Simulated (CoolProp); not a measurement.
Properties of propane along the isobar 851 kPa.

Computed with CoolProp (reference Helmholtz-energy equation of state, Lemmon 2009).

```
T (K)   phase        Z  conductivity (mW/(m K))  Prandtl number
-----  ------  -------  -----------------------  --------------
91.7   liquid  0.06770                      207            61.0
99.3   liquid  0.06320                      204            37.5
106.9  liquid  0.05935                      201            25.4
114.6  liquid  0.05597                      198            18.4
122.2  liquid  0.05307                        ?               ?
129.8  liquid  0.05052                      190            11.3
137.4  liquid        ?                      186            9.43
145    liquid  0.04625                      182            8.06
152.6  liquid  0.04446                      178            7.05
160.3  liquid  0.04282                        ?            6.27
167.9  liquid  0.04138                      168               ?
175.5  liquid  0.04007                      164            5.19
```

Complete the blanks.


- 122.2, conductivity (mW/(m K)): 194
- 122.2, Prandtl number: 14.1
- 137.4, Z: 0.04826
- 160.3, conductivity (mW/(m K)): 173
- 167.9, Prandtl number: 5.67

Viscosity comes from a separate model (Vogel 1998). Thermal conductivity comes from a separate model (Marsh 2002).
